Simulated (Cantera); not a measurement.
Cantera run:

```python
import numpy as np
import cantera as ct

gas_names = """
    C CH CH2 CH3 CH2OH CH3O CH4 CH3OH CN CO CO2 COOH C2 C2H CHCO,ketyl C2H2,acetylene C2H2,vinylidene
    CH2CO,ketene C2H3,vinyl CH3CN CH3CO,acetyl C2H4 C2H4O,ethylen CH3CHO,ethanal CH3COOH (HCOOH)2 C2H5
    C2H6 CH3OCH3 C2H5OH CCN CNC C2N2 C2O C3 C3H3,propargyl C3H4,allene C3H4,propyne C3H4,cyclo-
    C3H5,allyl C3H6,propylene C3H6,cyclo- C3H6O C3H7,n-propyl C3H7,i-propyl C3H8 C3H8O,1propanol
    C3H8O,2propanol C3O2 C4 C4H2 C4H4,1,3-cyclo- C4H6,butadiene C4H6,2-butyne C4H6,cyclo- C4H8,1-butene
    C4H8,cis2-buten C4H8,tr2-butene C4H8,isobutene C4H8,cyclo- (CH3COOH)2 C4H9,n-butyl C4H9,i-butyl
    C4H9,s-butyl C4H9,t-butyl C4H10,isobutane C4H10,n-butane C4N2 C5 C5H6,1,3cyclo- C5H8,cyclo-
    C5H10,1-pentene C5H10,cyclo- C5H11,pentyl C5H11,t-pentyl C5H12,n-pentane C5H12,i-pentane
    CH3C(CH3)2CH3 C6H2 C6H5,phenyl C6H5O,phenoxy C6H6 C6H5OH,phenol C6H10,cyclo- C6H12,1-hexene
    C6H12,cyclo- C6H13,n-hexyl C7H7,benzyl C7H8 C7H8O,cresol C7H14,1-heptene C7H15,n-heptyl
    C7H16,n-heptane C8H8,styrene C8H10,ethylbenz C8H16,1-octene C8H17,n-octyl C8H18,isooctane
    C8H18,n-octane C9H19,n-nonyl C10H8,naphthale C10H21,n-decyl C12H9,o-bipheny C12H10,bipheny H HCN HCO
    HCCN HNC HNCO HNO HNO2 HNO3 HO2 H2 HCHO,formaldehy HCOOH H2O H2O2 N NCO NH NH2 NH3 NH2OH NO NO2 NO3
    N2 N2H2 N2H4 N2O O OH O2 O3 Si SiC SiC2 SiC4H12 SiH SiH2 SiH3 SiH4 SiN SiO SiO2 Si2 Si2C Si2N Si3
""".split()
cond_names = """
    C(gr) C6H6(L) C7H8(L) C8H18(L),n-octa H2O(s) H2O(L) Si(cr) Si(L) SiC(b) SiO2(Lqz) SiO2(hqz) SiO2(L)
    Si2N2O(s) Si3N4(a)
""".split()


def load(file, names, dense=False):
    # The tables refer to 1 bar. Condensed volumes are neglected.
    table = {s.name: s for s in ct.Species.list_from_file(file)}
    out = []
    for n in names:
        d = dict(table[n].input_data)
        d["thermo"] = dict(d["thermo"], **{"reference-pressure": 1e5})
        if dense:
            d["equation-of-state"] = {"model": "constant-volume", "density": "1e6 g/cm^3"}
        out.append(ct.Species.from_dict(d))
    return out


gas = ct.Solution(thermo="ideal-gas", species=load("nasa_gas.yaml", gas_names))
cond = {s.name: ct.Solution(thermo="fixed-stoichiometry", species=[s], name=s.name)
        for s in load("nasa_condensed.yaml", cond_names, dense=True)}
atoms = {
    'HMDSO': {'Si': 2, 'C': 6, 'H': 18, 'O': 1},
    'NO': {'N': 1, 'O': 1},
}
top_T = {'C(gr)': 4500, 'SiC(b)': 3050, 'Si2N2O(s)': 2100, 'Si3N4(a)': 2400}  # K; cautious upper limits of use, not melting points


def equilibrate(T, P, feed):
    n = {}
    for name, mol in feed.items():
        for a, k in atoms[name].items():
            n[a] = n.get(a, 0.0) + k * mol
    gas.TPX = T, P, n
    mass = sum(n.values()) * gas.mean_molecular_weight
    gas.equilibrate("TP")
    valid = [c for c in cond.values() if c.min_temp <= T <= top_T.get(c.name, c.max_temp)]
    mix = ct.Mixture([(gas, mass / gas.mean_molecular_weight)] + [(c, 0.0) for c in valid])
    mix.T, mix.P = T, P
    mix.equilibrate("TP", solver="vcs", rtol=1e-11, max_steps=5000)
    return mix


results = []
T = 575  # K
P = 21  # Pa
for m in [0.3, 1.1, 2, 2.8, 3.7, 4.5, 5.3]:
    feed = {'HMDSO': 1, 'NO': m}  # mol
    mix = equilibrate(T, P, feed)
    results.append((T, P, feed, dict(zip(mix.species_names, mix.species_moles))))

top = {s: max(r[3][s] / sum(r[3][g] for g in gas_names) for r in results) for s in gas_names}
cols = sorted((s for s in top if top[s] > 0.0001), key=lambda s: -top[s])[:9]
seen = [c for c in cond_names if any(r[3].get(c, 0) > 1e-12 for r in results)]
print("log10 of partial pressures in bar; condensed amounts in mol")
print(f"{'n(NO)':>10s}" + "".join(f"{s[:9]:>10s}" for s in cols + seen))
for T, P, feed, n in results:
    ng = sum(n[g] for g in gas_names)
    print(f"{feed['NO']:10.4g}" + "".join(f"{np.log10(max(n[s] / ng * P / 1e5, 1e-99)):10.3f}" for s in cols)
          + "".join(f"{n.get(c, 0):10.4g}" for c in seen))
```

Output:

```
log10 of partial pressures in bar; condensed amounts in mol
     n(NO)        H2        N2       H2O       CO2       CH4        CO     C(gr)    SiC(b) SiO2(Lqz) Si2N2O(s)
       0.3    -3.694   -25.146   -17.626   -31.083    -5.101   -18.750     4.548     1.125     0.575      0.15
       1.1    -3.694   -25.146   -17.626   -31.083    -5.101   -18.750     5.548     0.125     0.775      0.55
         2    -3.725    -4.825   -10.884   -17.536    -5.163   -11.977     5.694         0     1.333    0.3333
       2.8    -3.754    -4.555   -10.822   -17.356    -5.221   -11.887     5.712         0     1.867   0.06667
       3.7    -3.803    -4.442    -5.049    -5.711    -5.319    -6.064     5.611         0         2         0
       4.5    -3.844    -4.384    -4.848    -5.227    -5.401    -5.822     5.379         0         2         0
       5.3    -3.881    -4.340    -4.765    -4.988    -5.474    -5.703     5.095         0         2         0
```

Equilibrium computed with Cantera from the NASA thermochemical tables; the gas is ideal and each condensed phase is pure. The feed counts by its element totals alone.
